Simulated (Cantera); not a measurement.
**B2O3 + H2O + H2 (boron, boron nitride and boron oxide)**

Input: 1 mol B2O3, 0.15 mol H2O, 180 mol H2, at 8.25 Torr.

Cantera equilibrium calculation (NASA polynomials, part measured and part estimated; ideal gas, pure solids and liquids). Candidate condensed phases: B, B2O3, B3O3H3, H2O; 23 gas species. Equilibrium is a limit: real reactors are often held back by kinetics, nucleation or transport.

From 1223 K to 1423 K the condensed part is B2O3(l). From 1523 K to 2423 K nothing is condensed. The main B-bearing gas is HBO2 at 1223 K and BO at 2423 K.

| T (K) | log p H2 | log p H | log p BO | log p HBO | log p H2O | n B2O3(l) |
|---|---|---|---|---|---|---|
| 1223 | -1.96 | -7.50 | -10.45 | -6.52 | -5.11 | 0.971 |
| 1323 | -1.96 | -6.78 | -8.82 | -5.54 | -5.24 | 0.891 |
| 1423 | -1.96 | -6.16 | -7.46 | -4.73 | -5.28 | 0.553 |
| 1523 | -1.96 | -5.62 | -6.61 | -4.36 | -5.11 | 0 |
| 1623 | -1.96 | -5.14 | -6.14 | -4.30 | -4.94 | 0 |
| 1723 | -1.96 | -4.72 | -5.72 | -4.26 | -4.79 | 0 |
| 1823 | -1.97 | -4.35 | -5.36 | -4.22 | -4.67 | 0 |
| 1923 | -1.97 | -4.01 | -5.05 | -4.20 | -4.57 | 0 |
| 2023 | -1.97 | -3.71 | -4.79 | -4.20 | -4.48 | 0 |
| 2123 | -1.98 | -3.44 | -4.57 | -4.23 | -4.41 | 0 |
| 2223 | -1.99 | -3.19 | -4.40 | -4.28 | -4.35 | 0 |
| 2323 | -2.01 | -2.97 | -4.27 | -4.36 | -4.31 | 0 |
| 2423 | -2.04 | -2.77 | -4.18 | -4.46 | -4.29 | 0 |
log p: log10 of the partial pressure in bar; n: condensed amount in mol.
